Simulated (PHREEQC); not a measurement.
## Nickel, zinc or cadmium bath: an equilibrium model

Consider water at 30 °C with 0.2 mol/kgw CdCl2, 0.0053 mol/kgw NaOH and 0.09 mol/kgw H2SO4. Closed to the air; pH follows from the charge balance.

The numbers come from PHREEQC with the ion-association model, phreeqc.dat.

- pH: 1.05
- ionic strength: 0.334 mol/kgw
- activity of water: 0.990
- density: 1.032 g/cm³
- total alkalinity: -175 meq/kg

```json
[
 {"species": "Cl-", "molality": "0.183", "activity": "0.124", "log γ": "-0.170"},
 {"species": "CdCl+", "molality": "0.118", "activity": "0.0858", "log γ": "-0.137"},
 {"species": "H+", "molality": "0.115", "activity": "0.0896", "log γ": "-0.110"},
 {"species": "HSO4-", "molality": "0.0593", "activity": "0.0433", "log γ": "-0.137"},
 {"species": "CdCl2", "molality": "0.0418", "activity": "0.0451", "log γ": "0.033"},
 {"species": "Cd+2", "molality": "0.0252", "activity": "0.00713", "log γ": "-0.548"},
 {"species": "SO4-2", "molality": "0.0186", "activity": "0.00445", "log γ": "-0.623"},
 {"species": "CdSO4", "molality": "0.00873", "activity": "0.00943", "log γ": "0.033"},
 {"species": "CdCl3-", "molality": "0.00520", "activity": "0.00380", "log γ": "-0.137"},
 {"species": "Na+", "molality": "0.00518", "activity": "0.00375", "log γ": "-0.140"},
 {"species": "Cd(SO4)2-2", "molality": "0.00157", "activity": "0.000446", "log γ": "-0.548"},
 {"species": "NaSO4-", "molality": "0.000121", "activity": "8.63e-5", "log γ": "-0.147"}
]
```

Precipitation was switched off in this run.
